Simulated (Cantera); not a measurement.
An adiabatic, constant-pressure homogeneous reactor starts with CH₄ : H₂ : O₂ : N₂ = 1 : 0.14 : 1.88 : 7.08 (molar parts), equivalence ratio 1.1, at 1198 K and 0.770 bar.

Detailed kinetics in Cantera: GRI-Mech 3.0 (53 species, 325 reactions).

Predict: time of steepest temperature rise; temperature at 0.800 s; equilibrium temperature; x(H₂) at 0.800 s; x(O₂) at 0.800 s; x(H) at 0.800 s; x(NO) at 0.800 s; x(HCO) at 0.800 s.


- time of steepest temperature rise: 16.5 ms
- temperature at 0.800 s: 2627 K
- equilibrium temperature: 2627 K
- x(H₂) at 0.800 s: 0.0221 (gas-phase equilibrium 0.0221)
- x(O₂) at 0.800 s: 0.00904 (gas-phase equilibrium 0.00904)
- x(H) at 0.800 s: 0.00732 (gas-phase equilibrium 0.00732)
- x(NO) at 0.800 s: 0.00547 (gas-phase equilibrium 0.00547)
- x(HCO) at 0.800 s: 2.92e-8 (gas-phase equilibrium 2.92e-8)
